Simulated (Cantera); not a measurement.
Charge: 1 mol Si2Cl6, 780 mol H2, held at 0.100 bar.

Equilibrium computed with Cantera from the NASA thermochemical tables; the gas is ideal and each condensed phase is pure. Candidate condensed phases: Si; 19 gas species. The feed counts by its element totals alone. The tables' values for SiCl3 are old estimates; treat these amounts as uncertain. Gases not in the tables: Si2H6 and higher silanes. Rates play no part.

x: gas mole fraction; n: condensed amount in mol.

| T (°C) | x H2 | x HCl | x H | x SiCl2 | x SiHCl3 | x SiCl4 | x SiH2Cl2 | n Si(s) | n Si(l) |
|---|---|---|---|---|---|---|---|---|---|
| 802 | 0.993 | 0.00656 | 4.62e-8 | 8.47e-5 | 0.000156 | 8.28e-5 | 3.42e-5 | 1.70 | 0 |
| 877 | 0.993 | 0.00718 | 2.35e-7 | 0.000114 | 4.29e-5 | 1.53e-5 | 1.51e-5 | 1.84 | 0 |
| 952 | 0.993 | 0.00732 | ? | ? | ? | ? | ? | 1.87 | 0 |
| 1027 | 0.992 | 0.00734 | 3.49e-6 | 0.000145 | 3.54e-6 | 5.75e-7 | 3.08e-6 | 1.88 | 0 |
| 1102 | 0.992 | 0.00734 | 1.08e-5 | 0.000156 | 1.21e-6 | 1.41e-7 | 1.55e-6 | 1.87 | 0 |
| 1177 | 0.992 | 0.00732 | ? | 0.000167 | ? | ? | ? | 1.87 | 0 |
| 1252 | 0.992 | 0.00731 | 7.45e-5 | 0.000176 | 1.95e-7 | 1.27e-8 | 4.83e-7 | 1.86 | 0 |
| 1327 | 0.992 | 0.00729 | 0.000171 | 0.000185 | 8.91e-8 | 4.53e-9 | 2.93e-7 | 1.85 | 0 |
| 1402 | 0.992 | 0.00727 | 0.000366 | 0.000192 | 4.37e-8 | 1.77e-9 | 1.85e-7 | 1.83 | 0 |
| 1477 | 0.992 | 0.00729 | 0.000732 | 0.000178 | 2.05e-8 | 6.81e-10 | 1.09e-7 | 0 | 1.82 |

Question: Fill in the missing entries.

Answer: 
- 952, x H: 9.82e-7
- 952, x SiCl2: 0.000132
- 952, x SiHCl3: 1.17e-5
- 952, x SiCl4: 2.76e-6
- 952, x SiH2Cl2: 6.59e-6
- 1177, x H: 2.98e-5
- 1177, x SiHCl3: 4.64e-7
- 1177, x SiCl4: 3.97e-8
- 1177, x SiH2Cl2: 8.40e-7
